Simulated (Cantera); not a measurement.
An adiabatic, constant-volume homogeneous reactor starts with CO : H2 : O2 : N2 = 1 : 0.16 : 0.242 : 0.909 (molar parts), equivalence ratio 2.4, at 1725 K and 2.10 bar. Integrator tolerance rtol = 1e-08.

Cantera simulation using GRI-Mech 3.0 (53 species, 325 reactions); the numbers are that mechanism's predictions, not measurements. The hydrogen kinetics of GRI-Mech 3.0 are dated; newer H2 mechanisms differ, most at raised pressure. Above 3000 K some thermodynamic fits are extrapolated.

Task: What does this change do: constant pressure in place of constant volume?

Result: 
```csv
quantity,before,after
time of steepest temperature rise,6.82 µs,6.69 µs
temperature at 4.00 s,3058 K,2923 K
equilibrium temperature,3058 K,2923 K
x(CO) at 4.00 s,0.332 (gas-phase equilibrium 0.332),0.326 (gas-phase equilibrium 0.326)
x(H2) at 4.00 s,0.0152 (gas-phase equilibrium 0.0152),0.0153 (gas-phase equilibrium 0.0153)
x(O2) at 4.00 s,0.00819 (gas-phase equilibrium 0.00819),0.00600 (gas-phase equilibrium 0.00600)
x(CO2) at 4.00 s,0.136 (gas-phase equilibrium 0.136),0.146 (gas-phase equilibrium 0.146)
x(N2O) at 4.00 s,5.72e-7 (gas-phase equilibrium 5.72e-7),3.25e-7 (gas-phase equilibrium 3.25e-7)
x(NO) at 4.00 s,0.00742 (gas-phase equilibrium 0.00742),0.00541 (gas-phase equilibrium 0.00541)
```

Task: What does this change do: O2 0.242 to 0.33 parts?

Result: 
| quantity | before | after |
|---|---|---|
| time of steepest temperature rise | 6.82 µs | 6.16 µs |
| temperature at 4.00 s | 3058 K | 3134 K |
| equilibrium temperature | 3058 K | 3134 K |
| x(CO) at 4.00 s | 0.332 (gas-phase equilibrium 0.332) | 0.294 (gas-phase equilibrium 0.294) |
| x(H2) at 4.00 s | 0.0152 (gas-phase equilibrium 0.0152) | 0.0109 (gas-phase equilibrium 0.0109) |
| x(O2) at 4.00 s | 0.00819 (gas-phase equilibrium 0.00819) | 0.0236 (gas-phase equilibrium 0.0236) |
| x(CO2) at 4.00 s | 0.136 (gas-phase equilibrium 0.136) | 0.159 (gas-phase equilibrium 0.159) |
| x(N2O) at 4.00 s | 5.72e-7 (gas-phase equilibrium 5.72e-7) | 1.03e-6 (gas-phase equilibrium 1.03e-6) |
| x(NO) at 4.00 s | 0.00742 (gas-phase equilibrium 0.00742) | 0.0135 (gas-phase equilibrium 0.0135) |
